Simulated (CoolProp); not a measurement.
Vapour-liquid equilibrium of methanol (1) + benzene (2) at 85.65 °C; x and y are mole fractions of (1).

Model: multi-fluid Helmholtz-energy mixture model, de Reuck 1993 and Thol 2012; pair parameters Bell 2016, in CoolProp.

| x | bubble pressure, mixture model (kPa) | bubble pressure, Raoult's law (kPa) | y, mixture model | y, Raoult's law |
|---|---|---|---|---|
| 0.05 | 166.7 | 125.0 | 0.279 | 0.088 |
| 0.15 | 216.1 | 135.1 | 0.471 | 0.245 |
| 0.25 | 237.6 | 145.1 | 0.538 | 0.380 |
| 0.35 | 246.9 | 155.2 | 0.571 | 0.498 |
| 0.45 | 251.5 | 165.3 | 0.593 | 0.601 |
| 0.55 | ? | 175.3 | 0.616 | 0.692 |
| 0.65 | 255.4 | 185.4 | 0.649 | 0.774 |
| 0.75 | ? | 195.5 | 0.701 | 0.847 |
| 0.85 | 246.1 | 205.6 | ? | 0.912 |
| 0.95 | 231.2 | 215.6 | 0.912 | 0.972 |

**Question.** What belongs in the gaps?

**Answer.** 
- 0.55, bubble pressure, mixture model (kPa): 254.3
- 0.75, bubble pressure, mixture model (kPa): 253.5
- 0.85, y, mixture model: 0.783

The largest gap from Raoult's law is +63.7 % in bubble pressure, at x = 0.25. y crosses x between x = 0.55 and 0.65: the model has an azeotrope there.

The pair parameters rest on a limited set of measurements; away from them the model extrapolates. With so large a gap from Raoult's law the liquid may split in two, which this calculation doesn't test in full.
